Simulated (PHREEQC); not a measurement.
PHREEQC input (ion-association model, phreeqc.dat):

```
SOLUTION_MASTER_SPECIES
  Amm  AmmH+  0  AmmH  17.031  # ammonia with no redox link, constants of NH4+
SOLUTION_SPECIES
  AmmH+ = AmmH+
    -log_k 0
    -gamma 2.5 0
    -dw 1.98e-9
  AmmH+ = Amm + H+
    -log_k -9.252
    -delta_h 12.48 kcal
    -analytic 0.6322 -0.001225 -2835.76
    -dw 2.28e-9
  AmmH+ + SO4-2 = AmmHSO4-
    -log_k 1.11
PHASES
  Amm(g)
    Amm = Amm
    -log_k 1.7966
    -analytic -18.758 3.3670e-4 2.5113e3 4.8619 39.192
    -T_c 405.6
    -P_c 111.3
    -Omega 0.25
EXCHANGE_SPECIES
  AmmH+ + X- = AmmHX
    -log_k 0.6
    -gamma 2.5 0
    -delta_h -2.4
SOLUTION 0
  temp 15
  units mmol/kgw
  pH 7 charge
  Cl 4.73
  Mg 2.2
  Amm 0.32
  O(0) 1 O2(g) -0.68
SOLUTION 1-30
  temp 15
  units mmol/kgw
  pH 7 charge
  Cl 68.01
  K 68
  O(0) 1 O2(g) -0.68
END
EXCHANGE 1-30
  X 0.0038
  -equilibrate 1
END
SELECTED_OUTPUT 1
  -reset false
  -pH true
  -pe true
  -ionic_strength true
  -water true
  -step true
  -totals Amm Cl K Mg
  -molalities MgX2 KX AmmHX
  -saturation_indices Sylvite
PRINT
  -reset false
TRANSPORT
  -cells 30
  -shifts 120
  -lengths 0.0166667
  -time_step 300
  -dispersivities 0.025
  -boundary_conditions flux flux
  -correct_disp true
  -punch_cells 30
  -punch_frequency 4
END
```

Selected output (columns that matter, 22 of 31 rows; pore volumes added in front):

```
pore volumes	pH	mu	Amm	Cl	K	Mg	m_MgX2	m_KX	si_Sylvite
0	5.074	0.06801	0	0.06801	0.068	0	0	0.0038	-3.3817
0.15	5.074	0.06801	0	0.06801	0.068	0	0	0.0038	-3.3817
0.4167	5.0739	0.067836	5.3761e-07	0.067833	0.067818	2.7205e-06	1.4235e-07	0.0037997	-3.3839
0.55	5.0733	0.065749	7.6907e-06	0.065712	0.065621	3.6723e-05	2.0479e-06	0.0037956	-3.4096
0.8167	5.067	0.048577	6.9042e-05	0.048336	0.047773	0.00024181	2.4786e-05	0.0037462	-3.6593
0.95	5.0614	0.036873	0.00011047	0.036567	0.035835	0.00030577	5.3852e-05	0.0036835	-3.8872
1.2167	5.0487	0.018711	0.00017771	0.018432	0.017686	0.0002789	0.00017432	0.0034247	-4.4529
1.35	5.043	0.013318	0.00020495	0.013063	0.012337	0.00025557	0.00028475	0.0031895	-4.7427
1.4833	5.0383	0.009898	0.0002334	0.009622	0.0088268	0.00027592	0.00046617	0.0028102	-5.0084
1.75	5.0332	0.0069655	0.00029209	0.0062925	0.0046445	0.00067298	0.0011279	0.0014727	-5.4587
1.8833	5.0326	0.0066331	0.0003093	0.005589	0.0031814	0.0010441	0.0014127	0.00090639	-5.6728
2.15	5.0326	0.0066354	0.0003214	0.0049799	0.0013376	0.0016555	0.001703	0.00033228	-6.0992
2.2833	5.0327	0.0067076	0.00032255	0.0048629	0.00084092	0.0018447	0.0017692	0.00020171	-6.3115
2.55	5.0329	0.0068232	0.00032222	0.0047668	0.0003218	0.0020564	0.001834	7.4435e-05	-6.7379
2.6833	5.033	0.0068595	0.00032174	0.0047492	0.00019696	0.0021103	0.0018489	4.5156e-05	-6.9529
2.8167	5.0331	0.0068844	0.00032129	0.00474	0.00011996	0.0021444	0.001858	2.735e-05	-7.1692
3.0833	5.0331	0.0069117	0.00032064	0.0047327	4.4008e-05	0.002179	0.0018669	9.9771e-06	-7.6055
3.2167	5.0331	0.0069186	0.00032044	0.0047314	2.6541e-05	0.0021872	0.0018689	6.0092e-06	-7.8253
3.4833	5.0331	0.0069257	0.0003202	0.0047304	9.5919e-06	0.0021953	0.0018709	2.1689e-06	-8.2674
3.6167	5.0331	0.0069273	0.00032013	0.0047302	5.7513e-06	0.0021972	0.0018714	1.3e-06	-8.4896
3.8833	5.0331	0.006929	0.00032005	0.00473	2.0592e-06	0.002199	0.0018718	4.6533e-07	-8.9357
4.0167	5.0331	0.0069294	0.00032003	0.00473	1.2301e-06	0.0021994	0.0018719	2.7795e-07	-9.1594
```
